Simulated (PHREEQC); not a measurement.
Make-up at 73 °C: 0.057 mol/kgw NaH2PO4 and 0.0071 mol/kgw K2HPO4. Closed to the air; pH follows from the charge balance.

Computed with PHREEQC (ion-association model, phreeqc.dat).

```json
[
 {"quantity": "pH", "before": "5.86", "after": "4.55"},
 {"quantity": "ionic strength (mol/kgw)", "before": "0.0776", "after": "0.0644"},
 {"quantity": "H2PO4- (mol/kgw)", "before": "0.0570", "after": "0.0564"},
 {"quantity": "HPO4-2 (mol/kgw)", "before": "0.00677", "after": "0.000317"},
 {"quantity": "NaHPO4- (mol/kgw)", "before": "0.000279", "after": "1.39e-5"},
 {"quantity": "H3PO4 (mol/kgw)", "before": "1.47e-5", "after": "0.000299"}
]
```

Question: Name the change that produced these shifts.
A) K2HPO4 from 0.0071 to 0.0106 mol/kgw
B) K2HPO4 replaced by KCl at the same molality
C) 0.005 mol/kgw NH3 added
D) K2HPO4 replaced by KF at the same molality
E) temperature from 73 to 90 °C

Answer: B, K2HPO4 replaced by KCl at the same molality

This is a speciation only: nothing precipitates in the calculation. Away from 25 °C the constants follow the database's enthalpies or fits; those with neither stay at their 25 °C values.
